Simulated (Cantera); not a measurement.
An adiabatic, constant-pressure homogeneous reactor starts with CH₄ : O₂ : N₂ : CO₂ = 1 : 3.33 : 12.5 : 0.63 (molar parts), at 1298 K and 1200000 Pa. Integrator tolerance rtol = 1e-08.

Cantera simulation using GRI-Mech 3.0 (53 species, 325 reactions); the numbers are that mechanism's predictions, not measurements. The pressure lies above the range GRI-Mech 3.0 was tuned for (to about 10 atm).

Task: What does this change do: initial temperature 1298 to 1623 K?

Result: 
| quantity | before | after |
|---|---|---|
| time of steepest temperature rise | 1.05 ms | 49.7 µs |
| temperature at 0.100 s | 2395 K | 2626 K |
| equilibrium temperature | 2395 K | 2626 K |
| x(CH₄) at 0.100 s | <1e-12 (gas-phase equilibrium <1e-12) | <1e-12 (gas-phase equilibrium <1e-12) |
| x(O₂) at 0.100 s | 0.0705 (gas-phase equilibrium 0.0705) | 0.0687 (gas-phase equilibrium 0.0687) |
| x(CO₂) at 0.100 s | 0.0911 (gas-phase equilibrium 0.0911) | 0.0860 (gas-phase equilibrium 0.0860) |
| x(HO₂) at 0.100 s | 9.31e-6 (gas-phase equilibrium 9.31e-6) | 1.63e-5 (gas-phase equilibrium 1.63e-5) |
| x(CO) at 0.100 s | 0.00205 (gas-phase equilibrium 0.00205) | 0.00662 (gas-phase equilibrium 0.00662) |
| x(C₂H₂) at 0.100 s | <1e-12 (gas-phase equilibrium <1e-12) | <1e-12 (gas-phase equilibrium <1e-12) |
